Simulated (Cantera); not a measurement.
Charge: 1 mol SiH4, a varied amount of CO2, held at 750 K and 10.0 mbar.

Cantera equilibrium calculation (NASA polynomials, part measured and part estimated; ideal gas, pure solids and liquids). Candidate condensed phases: C, C6H6, C7H8, C8H18, H2O, Si, SiC, SiO2; 123 gas species. Kinetics and transport are ignored.

x: gas mole fraction; n: condensed amount in mol.

```
n(CO2) (mol)   x H2   x CO2      x CO     x H2O    x CH4  x C2H6   x SiH4  n Si(s)  n SiC(s)  n SiO2(α-quartz)  n C(graphite)
------------  -----  ------  --------  --------  -------  ------  -------  -------  --------  ----------------  -------------
0.46          1.000  <1e-12    <1e-12    <1e-12  6.64e-7  <1e-12  1.60e-9   0.0800     0.460             0.460              0
0.8           0.970  <1e-12  5.96e-11  5.26e-11   0.0300     ___   <1e-12        0     0.200             0.800          0.542
1.1           0.888  0.0101    0.0426    0.0344   0.0252     ___   <1e-12        0         0              1.00          0.940
1.5           0.682  0.0932     0.129    0.0803   0.0149     ___   <1e-12        0         0              1.00          0.900
1.8           0.585   0.151     0.165    0.0878   0.0109     ___   <1e-12        0         0              1.00          0.857
2.2           0.492   0.215     0.197    0.0881  0.00774     ___   <1e-12        0         0              1.00          0.792
2.5           0.440   0.254     0.214    0.0856  0.00619     ___   <1e-12        0         0              1.00          0.739
2.9           0.386   0.297     0.231    0.0811  0.00476     ___   <1e-12        0         0              1.00          0.666
3.2           0.354   0.324     0.241    0.0776  0.00399     ___   <1e-12        0         0              1.00          0.609
```

Problem. Some entries are withheld; supply them.

Solution. 
- 0.8, x C2H6: 9.11e-9
- 1.1, x C2H6: 6.98e-9
- 1.5, x C2H6: 3.17e-9
- 1.8, x C2H6: 2.00e-9
- 2.2, x C2H6: 1.19e-9
- 2.5, x C2H6: 8.53e-10
- 2.9, x C2H6: 5.75e-10
- 3.2, x C2H6: 4.41e-10
